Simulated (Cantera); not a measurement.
Cantera run:

```python
import numpy as np
import cantera as ct

gas_names = [...]  # 148 gases of nasa_gas.yaml made of Al, C, H, N, O
cond_names = """
    AL(cr) AL(L) ALN(s) AL2O3(a) AL2O3(L) C(gr) C6H6(L) C7H8(L) C8H18(L),n-octa H2O(s) H2O(L)
""".split()


# ... load() reads the species with a 1 bar reference pressure and builds the phases ...
atoms = {
    'Al(CH3)3': {'AL': 1, 'C': 3, 'H': 9},
    'N2O': {'N': 2, 'O': 1},
    'N2': {'N': 2},
}
top_T = {'ALN(s)': 2750, 'C(gr)': 4500}  # K; cautious upper limits of use, not melting points


# ... equilibrate(T, P, feed) seeds the gas with the atoms and calls Mixture.equilibrate('TP', solver="vcs", rtol=1e-11, max_steps=5000) ...
results = []
T = 700  # K
P = 25000  # Pa
for m in [4.4, 5.4, 6.7, 8.2, 10, 13, 16, 19, 24, 29]:
    feed = {'Al(CH3)3': 1, 'N2O': m, 'N2': 58}  # mol
    mix = equilibrate(T, P, feed)
    results.append((T, P, feed, dict(zip(mix.species_names, mix.species_moles))))
    x = sorted(zip(gas.X, gas.species_names), reverse=True)
    print(f"T = {T:g} K  P = {P:g} Pa  n(N2O) = {m:g} mol  gas = {mix.phase_moles(0):.4g} mol")
    print("   x: " + "  ".join(f"{s} {v:.3e}" for v, s in x if v > 0.0001))
    print("   condensed (mol): " + ("  ".join(f"{mix.phase(i).name} {mix.phase_moles(i):.4g}"
          for i in range(1, mix.n_phases) if mix.phase_moles(i) > 1e-12) or "none"))
```

Output:

```
T = 700 K  P = 25000 Pa  n(N2O) = 4.4 mol  gas = 67.67 mol
   x: N2 9.222e-01  H2 4.290e-02  H2O 1.574e-02  CO2 1.184e-02  CH4 3.914e-03  CO 3.428e-03
   condensed (mol): AL2O3(a) 0.5  C(gr) 1.702
T = 700 K  P = 25000 Pa  n(N2O) = 5.4 mol  gas = 69.14 mol
   x: N2 9.170e-01  H2 4.031e-02  H2O 1.784e-02  CO2 1.722e-02  CO 4.133e-03  CH4 3.456e-03
   condensed (mol): AL2O3(a) 0.5  C(gr) 1.285
T = 700 K  P = 25000 Pa  n(N2O) = 6.7 mol  gas = 71.06 mol
   x: N2 9.105e-01  H2 3.757e-02  CO2 2.427e-02  H2O 1.973e-02  CO 4.907e-03  CH4 3.001e-03
   condensed (mol): AL2O3(a) 0.5  C(gr) 0.7135
T = 700 K  P = 25000 Pa  n(N2O) = 8.2 mol  gas = 73.29 mol
   x: N2 9.033e-01  H2 3.498e-02  CO2 3.228e-02  H2O 2.119e-02  CO 5.659e-03  CH4 2.602e-03
   condensed (mol): AL2O3(a) 0.5  C(gr) 0.02853
T = 700 K  P = 25000 Pa  n(N2O) = 10 mol  gas = 75.47 mol
   x: N2 9.010e-01  CO2 3.703e-02  H2O 3.605e-02  H2 2.317e-02  CO 2.527e-03  CH4 1.985e-04
   condensed (mol): AL2O3(a) 0.5
T = 700 K  P = 25000 Pa  n(N2O) = 13 mol  gas = 79 mol
   x: N2 8.987e-01  H2O 5.696e-02  CO2 3.797e-02  O2 6.329e-03
   condensed (mol): AL2O3(a) 0.5
T = 700 K  P = 25000 Pa  n(N2O) = 16 mol  gas = 83.5 mol
   x: N2 8.862e-01  H2O 5.389e-02  CO2 3.593e-02  O2 2.395e-02
   condensed (mol): AL2O3(a) 0.5
T = 700 K  P = 25000 Pa  n(N2O) = 19 mol  gas = 88 mol
   x: N2 8.750e-01  H2O 5.114e-02  O2 3.977e-02  CO2 3.409e-02
   condensed (mol): AL2O3(a) 0.5
T = 700 K  P = 25000 Pa  n(N2O) = 24 mol  gas = 95.5 mol
   x: N2 8.586e-01  O2 6.283e-02  H2O 4.712e-02  CO2 3.141e-02
   condensed (mol): AL2O3(a) 0.5
T = 700 K  P = 25000 Pa  n(N2O) = 29 mol  gas = 103 mol
   x: N2 8.447e-01  O2 8.252e-02  H2O 4.369e-02  CO2 2.913e-02
   condensed (mol): AL2O3(a) 0.5
```

These are equilibrium values from Cantera (NASA tables, ideal gas, pure condensed phases), not measurements of a reactor. The feed counts by its element totals alone.
